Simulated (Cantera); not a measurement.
Input (Python, Cantera) and output of one run.

```python
import numpy as np
import cantera as ct

gas_names = """
    AL ALCL ALCL2 ALCL3 ALH ALN AL2 AL2CL6 CL CL2 H HCL H2 N NH NH2 NH3 N2 N2H2 N2H4
""".split()
cond_names = """
    AL(cr) AL(L) ALCL3(s) ALCL3(L) ALN(s) NH4CL(a) NH4CL(b)
""".split()


# ... load() reads the species with a 1 bar reference pressure and builds the phases ...
atoms = {
    'Al': {'AL': 1},
    'HCl': {'H': 1, 'CL': 1},
    'N2': {'N': 2},
}
top_T = {'ALN(s)': 2750}  # K; cautious upper limits of use, not melting points


# ... equilibrate(T, P, feed) seeds the gas with the atoms and calls Mixture.equilibrate('TP', solver="gibbs", rtol=1e-10, max_steps=50000) ...
results = []
P = 1.1  # Pa
for T in [748, 823, 898, 973, 1048, 1123, 1198, 1273, 1348]:
    for m in [1.6, 3.6, 5.5, 7.5, 9.4, 11, 13, 15, 17]:
        feed = {'Al': 1, 'HCl': m, 'N2': 2.9}  # mol
        mix = equilibrate(T, P, feed)
        results.append((T, P, feed, dict(zip(mix.species_names, mix.species_moles))))

for T, P, feed, n in results:
    print(f"{T:7g} {feed['HCl']:10.4g}  " + (" + ".join(c for c in cond_names if n.get(c, 0) > 1e-12) or "gas only"))
```

It prints:

```
    748        1.6  ALN(s)
    748        3.6  ALN(s)
    748        5.5  gas only
    748        7.5  gas only
    748        9.4  gas only
    748         11  gas only
    748         13  gas only
    748         15  gas only
    748         17  gas only
    823        1.6  ALN(s)
    823        3.6  ALN(s)
    823        5.5  gas only
    823        7.5  gas only
    823        9.4  gas only
    823         11  gas only
    823         13  gas only
    823         15  gas only
    823         17  gas only
    898        1.6  ALN(s)
    898        3.6  ALN(s)
    898        5.5  gas only
    898        7.5  gas only
    898        9.4  gas only
    898         11  gas only
    898         13  gas only
    898         15  gas only
    898         17  gas only
    973        1.6  ALN(s)
    973        3.6  ALN(s)
    973        5.5  gas only
    973        7.5  gas only
    973        9.4  gas only
    973         11  gas only
    973         13  gas only
    973         15  gas only
    973         17  gas only
   1048        1.6  ALN(s)
   1048        3.6  ALN(s)
   1048        5.5  gas only
   1048        7.5  gas only
   1048        9.4  gas only
   1048         11  gas only
   1048         13  gas only
   1048         15  gas only
   1048         17  gas only
   1123        1.6  ALN(s)
   1123        3.6  gas only
   1123        5.5  gas only
   1123        7.5  gas only
   1123        9.4  gas only
   1123         11  gas only
   1123         13  gas only
   1123         15  gas only
   1123         17  gas only
   1198        1.6  ALN(s)
   1198        3.6  gas only
   1198        5.5  gas only
   1198        7.5  gas only
   1198        9.4  gas only
   1198         11  gas only
   1198         13  gas only
   1198         15  gas only
   1198         17  gas only
   1273        1.6  ALN(s)
   1273        3.6  gas only
   1273        5.5  gas only
   1273        7.5  gas only
   1273        9.4  gas only
   1273         11  gas only
   1273         13  gas only
   1273         15  gas only
   1273         17  gas only
   1348        1.6  gas only
   1348        3.6  gas only
   1348        5.5  gas only
   1348        7.5  gas only
   1348        9.4  gas only
   1348         11  gas only
   1348         13  gas only
   1348         15  gas only
   1348         17  gas only
```

These are equilibrium values from Cantera (NASA tables, ideal gas, pure condensed phases), not measurements of a reactor. The tables' values for AlCl2 are old estimates.
